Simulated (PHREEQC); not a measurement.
Consider water at 25 °C with 110 mmol/kgw Al2(SO4)3. Closed to the air; pH follows from the charge balance.

Model: ion-association model, wateq4f.dat, run in PHREEQC.

Precipitation was switched off in this run.

Q: What pH, ionic strength does the model give?

A: pH 3.83; ionic strength 0.306 mol/kgw.

Q: In which forms is Al present?

A: AlSO4+ 62 %, Al(SO4)2- 30 %, Al+3 8.1 % of the Al.

Saturation is exceeded, for instance for Basaluminite, Gibbsite (slow to form); the values hold only as long as no solid forms.
